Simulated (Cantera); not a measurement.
## Oxide etching and cleaning by halides: B2O3 + F2 + N2

A closed system holds: 1 mol B2O3, 0.72 mol F2, 0.53 mol N2, held at 1177 °C and 1.50e-5 bar.

Cantera equilibrium calculation (NASA polynomials, part measured and part estimated; ideal gas, pure solids and liquids). Candidate condensed phases: B, BN, B2O3; 31 gas species. Kinetics and transport are ignored.

x(BOF): 0.551
x(N2): 0.203
x(O2): 0.136
x(B2O3): 0.105
x(BO2): 0.00510
x(NO): 0.000388
x(O): 0.000191
x(BF3): 1.47e-6
x(BO): 1.26e-6
gas amount: 2.614 mol
log10 activity of B(s) (absent): -12.69
